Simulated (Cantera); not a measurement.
A Cantera script and what it prints.

```python
import numpy as np
import cantera as ct

gas_names = """
    CL CLO CL2 H HCL HOCL HO2 H2 H2O H2O2 O OH O2 O3 Ti TiCL TiCL2 TiCL3 TiCL4 TiO TiOCL TiOCL2 TiO2
""".split()
cond_names = """
    H2O(s) H2O(L) Ti(a) Ti(b) Ti(L) TiCL2(s) TiCL3(s) TiCL4(L) TiO(a) TiO(b) TiO(L) TiO2(ru) TiO2(L)
    Ti2O3(a) Ti2O3(b) Ti2O3(L) Ti3O5(a) Ti3O5(b) Ti3O5(L) Ti4O7(s) Ti4O7(L)
""".split()


# ... load() reads the species with a 1 bar reference pressure and builds the phases ...
atoms = {
    'TiO2': {'Ti': 1, 'O': 2},
    'HCl': {'H': 1, 'CL': 1},
    'H2': {'H': 2},
}
top_T = {'TiCL2(s)': 1300, 'TiCL3(s)': 1000}  # K; cautious upper limits of use, not melting points


# ... equilibrate(T, P, feed) seeds the gas with the atoms and calls Mixture.equilibrate('TP', solver="vcs", rtol=1e-11, max_steps=5000) ...
results = []
feed = {'TiO2': 1, 'HCl': 37, 'H2': 4.5}  # mol
T = 1948  # K
P = 830  # Pa
mix = equilibrate(T, P, feed)
results.append((T, P, feed, dict(zip(mix.species_names, mix.species_moles))))
print(gas.report(threshold=1e-06))
for i in range(1, mix.n_phases):
    print(f"{mix.phase(i).name:16s} {mix.phase_moles(i):12.5e} mol")
```

Result:

```
       temperature   1948 K
          pressure   830 Pa
           density   0.0016651 kg/m^3
  mean mol. weight   32.493 kg/kmol
   phase of matter   gas

                          1 kg             1 kmol
                     ---------------   ---------------
          enthalpy       -7.7349e+05       -2.5133e+07  J
   internal energy        -1.272e+06        -4.133e+07  J
           entropy            8694.7        2.8252e+05  J/K
    Gibbs function       -1.7711e+07       -5.7548e+08  J
 heat capacity c_p            1080.8             35118  J/K
 heat capacity c_v             824.9             26804  J/K

                      mass frac. Y      mole frac. X     chem. pot. / RT
                     ---------------   ---------------   ---------------
                CL          0.026194          0.024009           -23.673
               CL2        2.8841e-05        1.3218e-05           -47.346
                 H        0.00012699         0.0040937           -13.203
               HCL           0.95608           0.85211           -36.876
                H2         0.0067588           0.10894           -26.405
               H2O         0.0053302         0.0096139           -51.722
                OH        1.7105e-05        3.2681e-05            -38.52
             TiCL2        0.00031594        8.6438e-05           -69.786
             TiCL3         0.0037527        0.00079068           -93.459
             TiCL4        0.00034273        5.8715e-05           -117.13
               TiO        1.9668e-06        1.0007e-06           -47.757
             TiOCL        9.3631e-06        3.0633e-06            -71.43
            TiOCL2         0.0010254        0.00024724           -95.103
              TiO2        1.9111e-05        7.7755e-06           -73.074
     [   +9 minor]        8.8215e-07        1.1058e-06

Ti(L)             0.00000e+00 mol
TiCL4(L)          0.00000e+00 mol
TiO(b)            0.00000e+00 mol
TiO2(ru)          0.00000e+00 mol
Ti2O3(b)          0.00000e+00 mol
Ti3O5(b)          3.16573e-01 mol
Ti4O7(s)          0.00000e+00 mol
```

Method: chemical equilibrium by Gibbs-energy minimisation in Cantera with the NASA 1993 tables (ideal gas, pure condensed phases). The tables' values for TiCl2 are old estimates; treat these amounts as uncertain.
